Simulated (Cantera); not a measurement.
A Cantera script and what it prints.

```python
import numpy as np
import cantera as ct

gas_names = """
    B BH BH2 BH3 BN BO BO2 B2 B2O B2O2 B2O3 B3O3H3 H HBO HBO2 HNO HNO2 HNO3 HO2 H2 H2O H2O2 H3B3O6 N NH
    NH2 NH3 NH2OH NO NO2 NO3 N2 N2H2 N2H4 N2O O OH O2 O3
""".split()
cond_names = """
    B(b) B(L) BN(s) B2O3(L) B3O3H3(cr) H2O(s) H2O(L)
""".split()


# ... load() reads the species with a 1 bar reference pressure and builds the phases ...
atoms = {
    'B2O3': {'B': 2, 'O': 3},
    'NH3': {'N': 1, 'H': 3},
    'H2': {'H': 2},
    'N2': {'N': 2},
}
top_T = {'BN(s)': 3200}  # K; cautious upper limits of use, not melting points


# ... equilibrate(T, P, feed) seeds the gas with the atoms and calls Mixture.equilibrate('TP', solver="vcs", rtol=1e-11, max_steps=5000) ...
results = []
feed = {'B2O3': 1, 'NH3': 1.3, 'H2': 0.13, 'N2': 0.4}  # mol
P = 100000  # Pa
for T in [1773, 1848, 1923, 1998, 2073, 2148, 2223, 2298]:
    mix = equilibrate(T, P, feed)
    results.append((T, P, feed, dict(zip(mix.species_names, mix.species_moles))))

top = {s: max(r[3][s] / sum(r[3][g] for g in gas_names) for r in results) for s in gas_names}
cols = sorted((s for s in top if top[s] > 0.0001), key=lambda s: -top[s])[:6]
seen = [c for c in cond_names if any(r[3].get(c, 0) > 1e-12 for r in results)]
print("log10 of partial pressures in bar; condensed amounts in mol")
print(f"{'T/K':>10s}" + "".join(f"{s[:9]:>10s}" for s in cols + seen))
for T, P, feed, n in results:
    ng = sum(n[g] for g in gas_names)
    print(f"{T:10.4g}" + "".join(f"{np.log10(max(n[s] / ng * P / 1e5, 1e-99)):10.3f}" for s in cols)
          + "".join(f"{n.get(c, 0):10.4g}" for c in seen))
```

Result:

```
log10 of partial pressures in bar; condensed amounts in mol
       T/K        H2        N2      B2O3      HBO2       HBO      B2O2     BN(s)   B2O3(L)
      1773    -0.188    -0.480    -2.631    -1.990    -2.314    -3.839   0.01186    0.9623
      1848    -0.197    -0.485    -2.183    -1.809    -1.981    -3.223   0.01028    0.9303
      1923    -0.213    -0.493    -1.773    -1.648    -1.678    -2.656  0.002354    0.8647
      1998    -0.243    -0.512    -1.395    -1.430    -1.484    -2.288         0     0.724
      2073    -0.299    -0.548    -1.046    -1.224    -1.338    -1.987         0    0.4279
      2148    -0.370    -0.596    -0.812    -1.090    -1.254    -1.792         0         0
      2223    -0.376    -0.597    -0.824    -1.076    -1.235    -1.789         0         0
      2298    -0.382    -0.598    -0.838    -1.063    -1.219    -1.789         0         0
```

Equilibrium computed with Cantera from the NASA thermochemical tables; the gas is ideal and each condensed phase is pure. Mutual solubility and eutectic melting of coexisting phases are not modelled.
